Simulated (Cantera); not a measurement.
Abatement and gas-phase synthesis: PH3 + O2 + H2

A closed system holds: 1 mol PH3, a varied amount of O2, 19 mol H2, at 2300 K and 13000 Pa.

These are equilibrium values from Cantera (NASA tables, ideal gas, pure condensed phases), not measurements of a reactor. Candidate condensed phases: H2O, P, P4O10; 17 gas species. Gases not in the tables: HPO2, HPO3 and P4O6. Kinetics and transport are ignored.

| n(O2) (mol) | x H2 | x H2O | x PO | x H | x P2 | x PO2 |
|---|---|---|---|---|---|---|
| 0.12 | 0.941 | 0.00657 | 0.00458 | 0.0260 | 0.0204 | 3.56e-5 |
| 0.37 | 0.923 | 0.0207 | 0.0130 | 0.0258 | 0.0160 | 0.000326 |
| 0.62 | 0.904 | 0.0357 | 0.0200 | 0.0255 | 0.0122 | 0.000880 |
| 0.88 | 0.885 | 0.0522 | 0.0257 | 0.0252 | 0.00900 | 0.00169 |
| 1.1 | 0.868 | 0.0671 | 0.0293 | 0.0250 | 0.00681 | 0.00252 |
| 1.4 | 0.845 | 0.0886 | 0.0325 | 0.0247 | 0.00456 | 0.00380 |
| 1.6 | 0.829 | 0.104 | 0.0338 | 0.0244 | 0.00347 | 0.00472 |
| 1.9 | 0.804 | 0.127 | 0.0348 | 0.0241 | 0.00230 | 0.00613 |
| 2.1 | 0.788 | 0.143 | 0.0350 | 0.0238 | 0.00176 | 0.00709 |
| 2.4 | 0.763 | 0.168 | 0.0348 | 0.0234 | 0.00118 | 0.00853 |
| 2.6 | 0.746 | 0.185 | 0.0344 | 0.0232 | 0.000913 | 0.00948 |
| 2.9 | 0.721 | 0.210 | 0.0336 | 0.0228 | 0.000629 | 0.0109 |
| 3.1 | 0.704 | 0.227 | 0.0329 | 0.0225 | 0.000493 | 0.0118 |
x: gas mole fraction; nothing condenses.

From 0.12 mol O2 to 3.1 mol O2 nothing is condensed.
